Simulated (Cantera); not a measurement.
What does this Cantera script print?

```python
import numpy as np
import cantera as ct

gas_names = """
    B BCL BCL2 BCL3 BN B2 CL CL2 N N2
""".split()
cond_names = """
    B(b) B(L) BN(s)
""".split()


def load(file, names, dense=False):
    # The tables refer to 1 bar. Condensed volumes are neglected.
    table = {s.name: s for s in ct.Species.list_from_file(file)}
    out = []
    for n in names:
        d = dict(table[n].input_data)
        d["thermo"] = dict(d["thermo"], **{"reference-pressure": 1e5})
        if dense:
            d["equation-of-state"] = {"model": "constant-volume", "density": "1e6 g/cm^3"}
        out.append(ct.Species.from_dict(d))
    return out


gas = ct.Solution(thermo="ideal-gas", species=load("nasa_gas.yaml", gas_names))
cond = {s.name: ct.Solution(thermo="fixed-stoichiometry", species=[s], name=s.name)
        for s in load("nasa_condensed.yaml", cond_names, dense=True)}
atoms = {
    'BCl3': {'B': 1, 'CL': 3},
    'N2': {'N': 2},
}
top_T = {'BN(s)': 3200}  # K; cautious upper limits of use, not melting points


def equilibrate(T, P, feed):
    n = {}
    for name, mol in feed.items():
        for a, k in atoms[name].items():
            n[a] = n.get(a, 0.0) + k * mol
    gas.TPX = T, P, n
    mass = sum(n.values()) * gas.mean_molecular_weight
    gas.equilibrate("TP")
    valid = [c for c in cond.values() if c.min_temp <= T <= top_T.get(c.name, c.max_temp)]
    mix = ct.Mixture([(gas, mass / gas.mean_molecular_weight)] + [(c, 0.0) for c in valid])
    mix.T, mix.P = T, P
    mix.equilibrate("TP", solver="vcs", rtol=1e-11, max_steps=5000)
    return mix


results = []
P = 29  # Pa
for T in [1098, 1198, 1298, 1398, 1498, 1598, 1698, 1798, 1898, 1998, 2098]:
    for m in [0.51, 0.72, 1, 1.4, 2, 2.9, 4, 5.7, 8, 11, 16, 23, 32]:
        feed = {'BCl3': 1, 'N2': m}  # mol
        mix = equilibrate(T, P, feed)
        results.append((T, P, feed, dict(zip(mix.species_names, mix.species_moles))))

for T, P, feed, n in results:
    print(f"{T:7g} {feed['N2']:10.4g}  " + (" + ".join(c for c in cond_names if n.get(c, 0) > 1e-12) or "gas only"))
```

Output:

```
   1098       0.51  BN(s)
   1098       0.72  BN(s)
   1098          1  BN(s)
   1098        1.4  BN(s)
   1098          2  BN(s)
   1098        2.9  BN(s)
   1098          4  BN(s)
   1098        5.7  BN(s)
   1098          8  BN(s)
   1098         11  BN(s)
   1098         16  BN(s)
   1098         23  BN(s)
   1098         32  BN(s)
   1198       0.51  BN(s)
   1198       0.72  BN(s)
   1198          1  BN(s)
   1198        1.4  BN(s)
   1198          2  BN(s)
   1198        2.9  BN(s)
   1198          4  BN(s)
   1198        5.7  BN(s)
   1198          8  BN(s)
   1198         11  BN(s)
   1198         16  BN(s)
   1198         23  BN(s)
   1198         32  BN(s)
   1298       0.51  BN(s)
   1298       0.72  BN(s)
   1298          1  BN(s)
   1298        1.4  BN(s)
   1298          2  BN(s)
   1298        2.9  BN(s)
   1298          4  BN(s)
   1298        5.7  BN(s)
   1298          8  BN(s)
   1298         11  BN(s)
   1298         16  BN(s)
   1298         23  BN(s)
   1298         32  BN(s)
   1398       0.51  BN(s)
   1398       0.72  BN(s)
   1398          1  BN(s)
   1398        1.4  BN(s)
   1398          2  BN(s)
   1398        2.9  BN(s)
   1398          4  BN(s)
   1398        5.7  BN(s)
   1398          8  BN(s)
   1398         11  BN(s)
   1398         16  BN(s)
   1398         23  BN(s)
   1398         32  BN(s)
   1498       0.51  BN(s)
   1498       0.72  BN(s)
   1498          1  BN(s)
   1498        1.4  BN(s)
   1498          2  BN(s)
   1498        2.9  BN(s)
   1498          4  BN(s)
   1498        5.7  BN(s)
   1498          8  BN(s)
   1498         11  BN(s)
   1498         16  BN(s)
   1498         23  BN(s)
   1498         32  BN(s)
   1598       0.51  gas only
   1598       0.72  gas only
   1598          1  gas only
   1598        1.4  gas only
   1598          2  gas only
   1598        2.9  gas only
   1598          4  gas only
   1598        5.7  BN(s)
   1598          8  BN(s)
   1598         11  BN(s)
   1598         16  BN(s)
   1598         23  BN(s)
   1598         32  BN(s)
   1698       0.51  gas only
   1698       0.72  gas only
   1698          1  gas only
   1698        1.4  gas only
   1698          2  gas only
   1698        2.9  gas only
   1698          4  gas only
   1698        5.7  gas only
   1698          8  gas only
   1698         11  gas only
   1698         16  gas only
   1698         23  gas only
   1698         32  gas only
   1798       0.51  gas only
   1798       0.72  gas only
   1798          1  gas only
   1798        1.4  gas only
   1798          2  gas only
   1798        2.9  gas only
   1798          4  gas only
   1798        5.7  gas only
   1798          8  gas only
   1798         11  gas only
   1798         16  gas only
   1798         23  gas only
   1798         32  gas only
   1898       0.51  gas only
   1898       0.72  gas only
   1898          1  gas only
   1898        1.4  gas only
   1898          2  gas only
   1898        2.9  gas only
   1898          4  gas only
   1898        5.7  gas only
   1898          8  gas only
   1898         11  gas only
   1898         16  gas only
   1898         23  gas only
   1898         32  gas only
   1998       0.51  gas only
   1998       0.72  gas only
   1998          1  gas only
   1998        1.4  gas only
   1998          2  gas only
   1998        2.9  gas only
   1998          4  gas only
   1998        5.7  gas only
   1998          8  gas only
   1998         11  gas only
   1998         16  gas only
   1998         23  gas only
   1998         32  gas only
   2098       0.51  gas only
   2098       0.72  gas only
   2098          1  gas only
   2098        1.4  gas only
   2098          2  gas only
   2098        2.9  gas only
   2098          4  gas only
   2098        5.7  gas only
   2098          8  gas only
   2098         11  gas only
   2098         16  gas only
   2098         23  gas only
   2098         32  gas only
```

Method: chemical equilibrium by Gibbs-energy minimisation in Cantera with the NASA 1993 tables (ideal gas, pure condensed phases). N2 is the only nitrogen source here; it is nearly inert below about 1500 K, so the nitride shown seldom forms there in practice. The tables' values for BCl2 are old estimates.
